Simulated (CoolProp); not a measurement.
Vapour-liquid equilibrium of hydrogen sulfide (1) + n-pentane (2) at 761 kPa; x and y are mole fractions of (1).

Model: multi-fluid Helmholtz-energy mixture model, Lemmon 2006 and Thol 2019; pair parameters Kunz 2012, in CoolProp.

| x | bubble temperature, mixture model (°C) | bubble temperature, Raoult's law (°C) | y, mixture model | y, Raoult's law |
|---|---|---|---|---|
| 0.05 | 91.8 | 86.1 | 0.344 | 0.465 |
| 0.15 | 54.2 | 55.8 | (withheld) | 0.788 |
| 0.25 | (withheld) | 37.8 | (withheld) | 0.894 |
| 0.35 | 15.6 | 25.6 | 0.948 | 0.940 |
| 0.45 | (withheld) | 16.6 | 0.965 | 0.964 |
| 0.55 | 3.3 | 9.6 | (withheld) | 0.978 |
| 0.65 | (withheld) | 3.9 | 0.979 | 0.987 |
| 0.75 | -2.5 | -0.9 | 0.984 | 0.992 |
| 0.85 | -5.3 | -4.9 | 0.990 | 0.996 |
| 0.95 | -8.4 | -8.4 | 0.996 | 0.999 |

Problem. Fill in the missing entries.

Solution. 
- 0.15, y, mixture model: 0.768
- 0.25, bubble temperature, mixture model (°C): 29.4
- 0.25, y, mixture model: 0.904
- 0.45, bubble temperature, mixture model (°C): 7.9
- 0.55, y, mixture model: 0.974
- 0.65, bubble temperature, mixture model (°C): 0.2

The largest gap from Raoult's law is -10.0 K in bubble temperature, at x = 0.35. No azeotrope shows between x = 0.05 and 0.95.

The pair parameters rest on a limited set of measurements; away from them the model extrapolates. The gap from Raoult's law changes sign with composition, which may be real or a fault of the pair parameters; it wasn't checked against measurements.
